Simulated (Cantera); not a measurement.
A closed system holds: 1 mol PbO, 5.3 mol CO, 0.3 mol H2, 1.9 mol C, at 53.0 Pa.

These are equilibrium values from Cantera (NASA tables, ideal gas, pure condensed phases), not measurements of a reactor. Candidate condensed phases: C, C6H6, C7H8, C8H18, H2O, Pb, PbO, PbO2, Pb3O4; 113 gas species. Rates play no part.

Task: Which condensed phases are stable at each of these points (T (°C)): 625, 725, 825, 925, 1025, 1125, 1225, 1325, 1425, 1525, 1625, 1725, 1825, 1925?

Result: 
| T (°C) | condensed phases | Pb condensed (%) |
|---|---|---|
| 625 | C(graphite) + Pb(l) | 98.4 |
| 725 | C(graphite) + Pb(l) | 80.1 |
| 825 | C(graphite) | 0.0 |
| 925 | C(graphite) | 0.0 |
| 1025 | C(graphite) | 0.0 |
| 1125 | C(graphite) | 0.0 |
| 1225 | C(graphite) | 0.0 |
| 1325 | C(graphite) | 0.0 |
| 1425 | C(graphite) | 0.0 |
| 1525 | C(graphite) | 0.0 |
| 1625 | C(graphite) | 0.0 |
| 1725 | C(graphite) | 0.0 |
| 1825 | C(graphite) | 0.0 |
| 1925 | C(graphite) | 0.0 |

From 625 °C to 725 °C the condensed part is C(graphite) + Pb(l). From 825 °C to 1925 °C the condensed part is C(graphite).
